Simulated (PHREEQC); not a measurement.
A solution holds 0.1 mol K2SO4 and 0.0055 mol PbCl2 per kg of water, at 25 °C. Closed to the air; pH follows from the charge balance.

Equilibrium calculation in PHREEQC: ion-association model, phreeqc.dat.

Question: The ionic strength comes out as 0.254 mol/kgw. What activity coefficients do Pb+2, Cl-, PbCl+, PbOH+, H+ get?

Answer: Pb+2 0.30, Cl- 0.70, PbCl+ 0.74, PbOH+ 0.74, H+ 0.79.

Precipitation was switched off in this run. Saturation is exceeded, for instance for Anglesite; the values hold only as long as no solid forms. Species that the database lacks are ignored.
